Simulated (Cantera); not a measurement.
Input: 1 mol N₂O, 0.061 mol H₂, 17 mol N₂, equilibrated at 2748.15 K and 1.00 bar.

Method: chemical equilibrium by Gibbs-energy minimisation in Cantera with the NASA 1993 tables (ideal gas, pure condensed phases). Candidate condensed phases: H₂O; 24 gas species. Kinetics and transport are ignored.

Base state: N₂ 0.962, O₂ 0.0169, NO 0.0107, O 0.00573, OH 0.00196, H₂O 0.00158, H 0.000999, H₂ 0.000216 (mole fractions); condensed: gas only.

Q: What changes in the equilibrium state with this change: temperature from 2748.15 K to 3348 K?

A: 
| species | before | after |
|---|---|---|
| N₂ | 0.962 | 0.948 |
| O | 0.00573 | 0.0261 |
| NO | 0.0107 | 0.0132 |
| O₂ | 0.0169 | 0.00624 |
| N | 2.32e-6 | 0.000101 |
| H₂O | 0.00158 | 8.33e-5 |
| H | 0.000999 | 0.00479 |
| H₂ | 0.000216 | 0.000135 |
| OH | 0.00196 | 0.00125 |
